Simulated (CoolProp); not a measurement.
Vapour-liquid equilibrium of ethanol (1) + n-nonane (2) at 0.894 MPa; x and y are mole fractions of (1).

Values from CoolProp's multi-fluid Helmholtz-energy mixture model, Schroeder 2014 and Lemmon 2006; pair parameters Bell 2016.

```csv
x,bubble temperature (K),y at the bubble point,dew temperature at overall composition x (K),liquid density (mol/L)
0.05,499.6,0.373,526.4,4.245
0.125,468.7,(withheld),520.4,4.752
0.2,452.2,(withheld),514.4,5.164
0.275,443.0,0.815,508.2,(withheld)
0.35,437.4,0.844,(withheld),5.959
0.425,433.7,0.863,494.7,(withheld)
0.5,431.1,0.877,487.2,6.906
0.575,429.0,(withheld),478.8,7.491
0.65,427.2,0.900,469.4,8.184
0.725,425.5,0.913,458.6,9.019
0.8,423.9,0.929,(withheld),10.04
0.875,422.2,0.949,431.3,11.31
0.95,420.5,0.976,422.1,12.91
```

Fill in the missing entries.


- 0.125, y at the bubble point: 0.656
- 0.2, y at the bubble point: 0.764
- 0.275, liquid density (mol/L): 5.554
- 0.35, dew temperature at overall composition x (K): 501.7
- 0.425, liquid density (mol/L): 6.403
- 0.575, y at the bubble point: 0.888
- 0.8, dew temperature at overall composition x (K): 445.8

No azeotrope shows between x = 0.05 and 0.95.

The pair parameters rest on a limited set of measurements; away from them the model extrapolates. With so large a gap from Raoult's law the liquid may split in two, which this calculation doesn't test in full.
